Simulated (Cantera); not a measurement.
A perfectly stirred reactor is fed with 0.507 % H2, 99.5 % O2, equivalence ratio 0.0026, at 0.0132 atm; it is held at 1375 K, and followed from long to short residence time.

Cantera simulation using GRI-Mech 3.0 (53 species, 325 reactions); the numbers are that mechanism's predictions, not measurements. Radical loss at walls, strong at low pressure, is not modelled.

Question: Predict: x(H2) at τ = 6.50 s; x(O2) at τ = 6.50 s; x(OH) at τ = 6.50 s; x(H2O2) at τ = 6.50 s; x(H) at τ = 6.50 s; x(H2) at τ = 0.150 s; x(O2) at τ = 0.150 s; x(OH) at τ = 0.150 s; x(H2O2) at τ = 0.150 s; x(H) at τ = 0.150 s.

Answer: 
| Item | Value |
|---|---|
| x(H2) at τ = 6.50 s | 5.43e-6 |
| x(O2) at τ = 6.50 s | 0.994 |
| x(OH) at τ = 6.50 s | 0.000303 |
| x(H2O2) at τ = 6.50 s | 2.69e-9 |
| x(H) at τ = 6.50 s | 7.68e-6 |
| x(H2) at τ = 0.150 s | 5.34e-5 |
| x(O2) at τ = 0.150 s | 0.991 |
| x(OH) at τ = 0.150 s | 0.000641 |
| x(H2O2) at τ = 0.150 s | 5.57e-9 |
| x(H) at τ = 0.150 s | 6.65e-5 |
